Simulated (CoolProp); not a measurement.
Vapour-liquid equilibrium of R124 (1) + R142b (2) at 10.55 °C; x and y are mole fractions of (1).

Computed with CoolProp (multi-fluid Helmholtz-energy mixture model, de Vries 1995 and Lemmon 2006; pair parameters Bell 2016).

```json
[
 {"x": "0.05", "bubble pressure (bar)": "2.121", "y at the bubble point": "0.054", "dew pressure at overall composition x (bar)": "2.120", "liquid density (mol/L)": "11.35"},
 {"x": "0.2", "bubble pressure (bar)": "2.148", "y at the bubble point": "0.212", "dew pressure at overall composition x (bar)": "2.145", "liquid density (mol/L)": "11.18"},
 {"x": "0.35", "bubble pressure (bar)": "2.175", "y at the bubble point": "0.369", "dew pressure at overall composition x (bar)": "2.172", "liquid density (mol/L)": "11.01"},
 {"x": "0.5", "bubble pressure (bar)": "2.207", "y at the bubble point": "0.524", "dew pressure at overall composition x (bar)": "2.202", "liquid density (mol/L)": "10.84"},
 {"x": "0.65", "bubble pressure (bar)": "2.248", "y at the bubble point": "0.677", "dew pressure at overall composition x (bar)": "2.240", "liquid density (mol/L)": "10.67"},
 {"x": "0.8", "bubble pressure (bar)": "2.299", "y at the bubble point": "0.823", "dew pressure at overall composition x (bar)": "2.289", "liquid density (mol/L)": "10.51"},
 {"x": "0.95", "bubble pressure (bar)": "2.362", "y at the bubble point": "0.958", "dew pressure at overall composition x (bar)": "2.358", "liquid density (mol/L)": "10.34"}
]
```

No azeotrope shows between x = 0.05 and 0.95.

The pair parameters rest on a limited set of measurements; away from them the model extrapolates.
